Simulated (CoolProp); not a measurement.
Octamethylcyclotetrasiloxane (D4) at several states: Z from the reference equation and from simpler models built on Tc = 313.4 °C, pc = 1347 kPa, ω = 0.598; each cubic takes its own stable root.

The numbers come from the reference Helmholtz-energy equation of state, Thol 2015 in CoolProp.

```csv
T (°C),p (kPa),phase,reference,Soave-Redlich-Kwong,Peng-Robinson
315.85,4650,supercritical,0.4779,0.5289,0.4753
345.65,1990,supercritical,0.3923,0.4462,0.4174
42.85,1810,liquid,0.2190,0.2461,0.2193
80.35,11.4,liquid,0.001298,0.001443,0.001282
```
